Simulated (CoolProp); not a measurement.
The numbers come from the reference Helmholtz-energy equation of state, Span 2000 in CoolProp.

Task: Give the vapour pressure (kPa), liquid density (kg/m³), vapour density (kg/m³), surface tension (mN/m) of saturated nitrogen at 94.4, 108.7 K.

Result: 
```json
[
 {"T (K)": "94.4", "p (kPa)": "516", "liquid density (kg/m³)": "722", "vapour density (kg/m³)": "21.3", "surface tension (mN/m)": "5.20"},
 {"T (K)": "108.7", "p (kPa)": "1360", "liquid density (kg/m³)": "631", "vapour density (kg/m³)": "57.4", "surface tension (mN/m)": "2.47"}
]
```

Surface tension comes from a separate correlation (Mulero 2012).
